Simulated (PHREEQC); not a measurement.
Dissolve 0.014 mol CuCl2 and 0.00047 mol HBF4 per kg of water at 25 °C. Closed to the air; pH follows from the charge balance.

All values are PHREEQC results (ion-association model, wateq4f.dat), not measurements.

```
Property                   Value
----------------  --------------
pH                          3.08
ionic strength    0.0418 mol/kgw
total alkalinity    -1.88 meq/kg
```

```csv
species,molality,activity,log γ
Cl-,0.0275,0.0227,-0.084
Cu+2,0.0134,0.00676,-0.297
H+,0.000966,0.000832,-0.065
HF,0.000847,0.000856,0.004
F-,0.000833,0.000686,-0.084
CuCl+,0.000498,0.000412,-0.082
H3BO3,0.000442,0.000446,0.004
CuF+,0.000101,8.44e-5,-0.080
BF4-,1.33e-5,1.08e-5,-0.089
BF2(OH)2-,9.15e-6,7.45e-6,-0.089
BF3OH-,5.73e-6,4.66e-6,-0.089
CuCl2,4.97e-6,5.02e-6,0.004
HF2-,2.74e-6,2.25e-6,-0.084
H2F2,1.89e-6,1.91e-6,0.004
```

Precipitation was switched off in this run. Real BF4- forms and hydrolyses slowly; the run takes it at equilibrium.
